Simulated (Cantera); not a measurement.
A perfectly stirred reactor is fed with 3.70 % C₂H₄, 11.7 % O₂, 83.9 % N₂, 0.666 % H₂O, at 840000 Pa; it is adiabatic with a 400 K inlet, and is followed from long to short residence time, starting on the burning branch (τ in s: 0.17, 0.067, 0.027, 0.01, 0.0041, 0.0016, 0.00065, 0.00026, 0.0001, 4e-05, 1.6e-05, 6.2e-06).

Detailed kinetics in Cantera: GRI-Mech 3.0 (53 species, 325 reactions). GRI-Mech 3.0 was tuned for natural gas; its chemistry of ethylene as a main component is partial and can be far from experiment.

x: mole fraction; the columns are a selection and need not sum to one.

```tsv
τ (s)	T (K)	x C₂H₄	x O₂	x H₂O₂	x CH₃	x C₂H
0.17	1785	2.18e-6	0.00609	?	1.39e-7	2.38e-9
0.067	1782	4.21e-6	0.00624	?	2.81e-7	4.65e-9
0.027	1778	7.84e-6	0.00651	?	5.58e-7	8.64e-9
0.010	1769	1.52e-5	0.00700	?	1.18e-6	1.63e-8
0.0041	1757	2.73e-5	0.00773	?	2.28e-6	2.78e-8
0.0016	1737	5.06e-5	0.00893	?	4.50e-6	4.63e-8
0.00065	1708	9.44e-5	0.0107	?	8.74e-6	7.07e-8
0.00026	1659	0.000199	0.0140	?	1.87e-5	9.71e-8
0.00010	400	0.0370	0.117	<1e-12	<1e-12	<1e-12
4.0e-5	400	0.0370	0.117	<1e-12	<1e-12	<1e-12
1.6e-5	400	0.0370	0.117	<1e-12	<1e-12	<1e-12
6.2e-6	400	0.0370	0.117	<1e-12	<1e-12	<1e-12
```

Task: Fill in the missing entries.

Result: 
- 0.17, x H₂O₂: 5.10e-8
- 0.067, x H₂O₂: 7.76e-8
- 0.027, x H₂O₂: 1.17e-7
- 0.010, x H₂O₂: 1.82e-7
- 0.0041, x H₂O₂: 2.67e-7
- 0.0016, x H₂O₂: 3.94e-7
- 0.00065, x H₂O₂: 5.71e-7
- 0.00026, x H₂O₂: 8.46e-7
